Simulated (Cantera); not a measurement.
Equilibrium for sublimation and decomposition of ceramics: MgO + C + H2

Input: 1 mol MgO, 0.015 mol C, 0.033 mol H2, at 10.0 mbar.

Cantera equilibrium calculation (NASA polynomials, part measured and part estimated; ideal gas, pure solids and liquids). Candidate condensed phases: C, C6H6, C7H8, C8H18, H2O, Mg, MgCO3, MgO, Mg(OH)2; 116 gas species. The tables' values for MgH are old estimates; treat these amounts as uncertain. The numbers say what is thermodynamically allowed, not how fast it happens.

```csv
T (°C),log p H2,log p Mg,log p CO,log p H2O,log p H,log p CO2,n C(graphite),n MgO(s)
1277,-2.18,-2.77,-2.77,-7.87,-5.59,-8.90,0.00648,0.991
1352,-2.28,-2.62,-2.62,-7.36,-5.29,-8.20,0,0.985
1427,-2.28,-2.62,-2.62,-6.68,-4.97,-7.56,0,0.985
1502,-2.28,-2.62,-2.62,-6.06,-4.68,-6.97,0,0.985
1577,-2.28,-2.62,-2.62,-5.49,-4.41,-6.43,0,0.985
1652,-2.29,-2.62,-2.63,-4.97,-4.16,-5.94,0,0.985
1727,-2.29,-2.62,-2.63,-4.49,-3.94,-5.49,0,0.985
1802,-2.30,-2.61,-2.63,-4.06,-3.73,-5.07,0,0.984
1877,-2.33,-2.60,-2.64,-3.68,-3.54,-4.71,0,0.983
1952,-2.37,-2.57,-2.66,-3.37,-3.38,-4.39,0,0.982
```
log p: log10 of the partial pressure in bar; n: condensed amount in mol.

At 1277 °C the condensed part is C(graphite) + MgO(s). From 1352 °C to 1952 °C the condensed part is MgO(s). The main Mg-bearing gas is Mg throughout.
